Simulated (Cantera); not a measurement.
**acetone + NH3 + N2 (carbon deposition, reforming and gasification)**

A closed system holds: 1 mol acetone, 1.7 mol NH3, 28 mol N2, held at 3.38 Torr.

Equilibrium computed with Cantera from the NASA thermochemical tables; the gas is ideal and each condensed phase is pure. Candidate condensed phases: C, C6H6, C7H8, C8H18, H2O; 136 gas species. The feed counts by its element totals alone. The numbers say what is thermodynamically allowed, not how fast it happens.

```
T (K)  log p N2  log p H2  log p CO  log p H2O  log p CO2  log p CH4  log p HCN  n C(graphite)
-----  --------  --------  --------  ---------  ---------  ---------  ---------  -------------
700       -2.43     -3.16     -4.16      -4.69      -4.71      -5.40     -11.08           2.28
800       -2.44     -3.15     -3.91      -5.70      -5.83      -6.18      -9.82           2.02
900       -2.44     -3.15     -3.90      -6.66      -7.05      -6.81      -8.85           2.00
1000      -2.44     -3.15     -3.90      -7.45      -8.04      -7.32      -8.08           2.00
1100      -2.44     -3.15     -3.90      -8.10      -8.85      -7.75      -7.45           2.00
1200      -2.44     -3.15     -3.90      -8.63      -9.52      -8.10      -6.92           2.00
1300      -2.44     -3.15     -3.90      -9.09     -10.08      -8.41      -6.48           2.00
1400      -2.44     -3.15     -3.90      -9.48     -10.56      -8.67      -6.10           1.99
1500      -2.44     -3.15     -3.90      -9.81     -10.97      -8.89      -5.77           1.99
1600      -2.44     -3.15     -3.90     -10.11     -11.33      -9.09      -5.48           1.97
```
log p: log10 of the partial pressure in bar; n: condensed amount in mol.

From 700 K to 1600 K the condensed part is C(graphite). The main C-bearing gas is CO throughout. The share of C in condensed phases is highest at 700 K (75.9 %) and lowest at 1600 K (65.8 %).
